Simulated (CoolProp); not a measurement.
Vapour-liquid equilibrium of cyclohexane (1) + o-xylene (2) at 401.8 K; x and y are mole fractions of (1).

Computed with CoolProp (multi-fluid Helmholtz-energy mixture model, Zhou 2014 and Zhou 2012; pair parameters Bell 2016).

**Question.** Give the bubble pressure and the first vapour's composition at x = 0.05, 0.5, 0.65. Is there an azeotrope?

**Answer.** x = 0.05: 0.8513 bar, y = 0.260; x = 0.5: 2.271 bar, y = 0.831; x = 0.65: 2.648 bar, y = 0.889. No azeotrope shows between x = 0.05 and 0.95.

Pair parameters are fitted to limited data, so mixtures are less certain than the pure fluids.
